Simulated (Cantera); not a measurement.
Input: 1 mol Si, 9 mol Cl₂, 26 mol N₂, held at 87.0 Pa.

Method: chemical equilibrium by Gibbs-energy minimisation in Cantera with the NASA 1993 tables (ideal gas, pure condensed phases). Candidate condensed phases: Si, Si₃N₄; 13 gas species. The tables' values for SiCl₃ are old estimates; treat these amounts as uncertain. The numbers say what is thermodynamically allowed, not how fast it happens. All values below are at 1175 °C.

Base state: N₂ 0.659, Cl 0.275, Cl₂ 0.0399, SiCl₄ 0.0253, SiCl₃ 6.12e-5 (mole fractions); condensed: gas only.

Question: What changes in the equilibrium state with this change: 0.21 mol H₂O added?

Answer: 
```tsv
species	before	after
N₂	0.659	0.654
Cl	0.275	0.274
Cl₂	0.0399	0.0394
HCl	0	0.0106
SiCl₄	0.0253	0.0225
SiCl₃	6.12e-5	5.47e-5
SiO₂(β-quartz), mol	0	0.105
```
The tables hold silica as quartz up to 1696 K and as liquid above; real silica turns to tridymite and cristobalite and melts near 1996 K. Further candidate phases: H₂O, NH₄Cl, SiO₂, Si₂N₂O.
